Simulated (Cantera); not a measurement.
Cantera run:

```python
import numpy as np
import cantera as ct

gas_names = """
    CL CL2 Fe FeCL FeCL2 FeCL3 Fe2CL4 Fe2CL6 H HCL H2 N NH NH2 NH3 N2 N2H2 N2H4
""".split()
cond_names = """
    Fe(a) Fe(c) Fe(d) Fe(L) FeCL2(s) FeCL2(L) FeCL3(s) FeCL3(L) NH4CL(a) NH4CL(b)
""".split()


# ... load() reads the species with a 1 bar reference pressure and builds the phases ...
atoms = {
    'FeCl3': {'Fe': 1, 'CL': 3},
    'HCl': {'H': 1, 'CL': 1},
    'N2': {'N': 2},
}
top_T = {}  # K; cautious upper limits of use, not melting points


# ... equilibrate(T, P, feed) seeds the gas with the atoms and calls Mixture.equilibrate('TP', solver="vcs", rtol=1e-11, max_steps=5000) ...
results = []
feed = {'FeCl3': 1, 'HCl': 1.9, 'N2': 42}  # mol
T = 1725  # K
P = 14  # Pa
mix = equilibrate(T, P, feed)
results.append((T, P, feed, dict(zip(mix.species_names, mix.species_moles))))
print(gas.report(threshold=0.001))
for i in range(1, mix.n_phases):
    print(f"{mix.phase(i).name:16s} {mix.phase_moles(i):12.5e} mol")
```

Output:

```
       temperature   1725 K
          pressure   14 Pa
           density   2.99e-05 kg/m^3
  mean mol. weight   30.631 kg/kmol
   phase of matter   gas

                          1 kg             1 kmol
                     ---------------   ---------------
          enthalpy        1.4087e+06         4.315e+07  J
   internal energy        9.4048e+05        2.8808e+07  J
           entropy             10640        3.2592e+05  J/K
    Gibbs function       -1.6946e+07       -5.1907e+08  J
 heat capacity c_p            1164.9             35682  J/K
 heat capacity c_v            893.45             27368  J/K

                      mass frac. Y      mole frac. X     chem. pot. / RT
                     ---------------   ---------------   ---------------
                CL          0.027375          0.023654           -26.531
             FeCL2          0.088494          0.021387           -65.316
               HCL          0.047797          0.040158           -44.359
                N2           0.83561           0.91368           -35.417
     [  +14 minor]        0.00072028         0.0011186

Fe(d)             0.00000e+00 mol
FeCL2(L)          0.00000e+00 mol
FeCL3(L)          0.00000e+00 mol
```

Cantera equilibrium calculation (NASA polynomials, part measured and part estimated; ideal gas, pure solids and liquids).
